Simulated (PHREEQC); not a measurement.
# Ultrapure water in contact with air or piping: an equilibrium model

Synthetic water in mmol/kgw, 25 °C, pH 5.82, pe -0.7:

```json
[
 {"constituent": "Na", "mmol/kgw": "3.76e-05"},
 {"constituent": "K", "mmol/kgw": "4.33e-07"},
 {"constituent": "Ca", "mmol/kgw": "0.000869"},
 {"constituent": "Mg", "mmol/kgw": "0.000238"},
 {"constituent": "Cl", "mmol/kgw": "0.00022"},
 {"constituent": "S(6)", "mmol/kgw": "0.000144"},
 {"constituent": "Alkalinity (meq/kgw)", "mmol/kgw": "0.00176"},
 {"constituent": "Br", "mmol/kgw": "3.34e-05"},
 {"constituent": "Mn(2)", "mmol/kgw": "2.19e-05"},
 {"constituent": "B", "mmol/kgw": "2.54e-06"}
]
```

Na is adjusted to close the charge balance.
Valence states are taken as typed.

All values are PHREEQC results (ion-association model, wateq4f.dat), not measurements.

```
Quantity                  Value
--------------  ---------------
ionic strength  5.09e-6 mol/kgw
```

| species | molality | activity | log γ |
|---|---|---|---|
| CO2 | 1.11e-5 | 1.11e-5 | 0.000 |
| HCO3- | 3.27e-6 | 3.26e-6 | -0.001 |
| H+ | 1.52e-6 | 1.51e-6 | -0.001 |
| Ca+2 | 8.69e-7 | 8.60e-7 | -0.005 |
| Mg+2 | 2.38e-7 | 2.36e-7 | -0.005 |
| Cl- | 2.20e-7 | 2.19e-7 | -0.001 |
| SO4-2 | 1.44e-7 | 1.42e-7 | -0.005 |
| Na+ | 4.32e-8 | 4.30e-8 | -0.001 |
| Br- | 3.34e-8 | 3.33e-8 | -0.001 |
| Mn+2 | 2.19e-8 | 2.17e-8 | -0.005 |
| OH- | 6.63e-9 | 6.61e-9 | -0.001 |

No solid was allowed to form. Complexes and solids missing from the database can't appear.
